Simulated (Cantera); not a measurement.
A perfectly stirred reactor is fed with C2H6 : H2 = 1 : 6.9 (molar parts), at 0.987 atm; it is held at 1375 K, and followed from long to short residence time.

Cantera simulation using GRI-Mech 3.0 (53 species, 325 reactions); the numbers are that mechanism's predictions, not measurements. GRI-Mech 3.0 stops at C3 and has no aromatics, soot or wall deposition, so with more carbon than oxygen in the feed, carbon stays in small species such as C2H2 where larger ones or solid carbon would form.

```csv
quantity,before,after
x(C2H6) at τ = 7.30 s,0.000312,0.0534
x(H2) at τ = 7.30 s,0.790,0.859
x(C2H4) at τ = 7.30 s,0.0146,0.0467
x(CH2) at τ = 7.30 s,9.59e-11,<1e-12
x(CH4) at τ = 7.30 s,0.178,0.0404
x(C2H6) at τ = 36.0 ms,0.00340,0.120
x(H2) at τ = 36.0 ms,0.855,0.874
x(C2H4) at τ = 36.0 ms,0.0476,0.00588
x(CH2) at τ = 36.0 ms,9.15e-10,<1e-12
x(CH4) at τ = 36.0 ms,0.0632,0.000452
```

Q: What was changed between the two runs?
A. temperature 1375 to 1050 K
B. temperature 1375 to 1450 K
C. H2 6.9 to 1.4 parts
D. C2H6 1 to 1.9 parts

A: A, temperature 1375 to 1050 K
